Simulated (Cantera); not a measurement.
Charge: 1 mol CO2, 0.072 mol H2O, 0.21 mol O2, equilibrated at 1000 Pa.

These are equilibrium values from Cantera (NASA tables, ideal gas, pure condensed phases), not measurements of a reactor. Candidate condensed phases: C, C6H6, C7H8, C8H18, H2O; 110 gas species. Equilibrium is a limit: real reactors are often held back by kinetics, nucleation or transport. All values below are at 2648 K.

Base state: CO 0.351, O2 0.228, CO2 0.217, O 0.138, H 0.0256, OH 0.0254, H2O 0.0124, H2 0.00303 (mole fractions); condensed: gas only.

Question: What changes in the equilibrium state with this change: CO2 replaced by NH3?

Answer: 
```tsv
species	before	after
H2	0.00303	0.335
H	0.0256	0.269
N2	0	0.200
CO	0.351	0
CO2	0.217	0
O2	0.228	0.00264
H2O	0.0124	0.147
O	0.138	0.0148
OH	0.0254	0.0287
NO	0	0.00166
```

Question: What changes in the equilibrium state with this change: 0.43 mol CH4 added?

Answer: 
```json
[
 {"species": "CO", "before": "0.351", "after": "0.414"},
 {"species": "H", "before": "0.0256", "after": "0.144"},
 {"species": "H2O", "before": "0.0124", "after": "0.135"},
 {"species": "O2", "before": "0.228", "after": "0.0269"},
 {"species": "CO2", "before": "0.217", "after": "0.0880"},
 {"species": "H2", "before": "0.00303", "after": "0.0960"},
 {"species": "O", "before": "0.138", "after": "0.0473"},
 {"species": "OH", "before": "0.0254", "after": "0.0491"}
]
```
